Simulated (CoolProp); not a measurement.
Vapour pressure (kPa) of R125: the reference equation beside estimates from Tc = 339.2 K, pc = 3618 kPa, ω = 0.305. Clausius-Clapeyron is anchored at 272.4 K with a constant enthalpy of vaporisation of 16.05 kJ/mol.

The numbers come from the reference Helmholtz-energy equation of state, Lemmon 2005 in CoolProp.

```tsv
T (K)	reference	Clausius-Clapeyron	van der Waals	Redlich-Kwong	Soave-Redlich-Kwong	Peng-Robinson
266.4	538.6	558.2	1273	779.7	542.6	536.0
272.4	654.8	654.8	1412	914.8	660.7	652.2
278.4	788.8	762.8	1560	1065	797.1	786.4
284.4	942.5	883.0	1718	1232	953.5	940.6
290.3	1114	1014	1882	1412	1128	1113
296.3	1312	1160	2059	1612	1330	1313
302.3	1535	1320	2245	1831	1556	1537
308.3	1785	1495	2442	2069	1810	1790
```

Absolute difference from the reference over all 8 rows, mean and median: Clausius-Clapeyron 8.0 and 7.6 %, van der Waals 80.1 and 75.6 %, Redlich-Kwong 29.4 and 28.7 %, Soave-Redlich-Kwong 1.2 and 1.2 %, Peng-Robinson 0.2 and 0.2 %.
